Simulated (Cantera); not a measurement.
Feed: 1 mol BaF2, 0.038 mol O2, 0.99 mol N2, at 4.50 mbar.

These are equilibrium values from Cantera (NASA tables, ideal gas, pure condensed phases), not measurements of a reactor. Candidate condensed phases: Ba, BaF2, BaO; 20 gas species. Kinetics and transport are ignored. All values below are at 2048 K.

Base state: BaF2 0.492, N2 0.487, O2 0.0168, NO 0.00194, O 0.00185, F 0.000425, BaF 0.000425 (mole fractions); condensed: gas only.

### Question
What changes in the equilibrium state with this change: pressure from 4.50 mbar to 1.40 mbar?

### Answer
```tsv
species	before	after
BaF2	0.492	0.491
N2	0.487	0.486
O2	0.0168	0.0161
O	0.00185	0.00325
F	0.000425	0.000761
BaF	0.000425	0.000761
NO	0.00194	0.00190
```
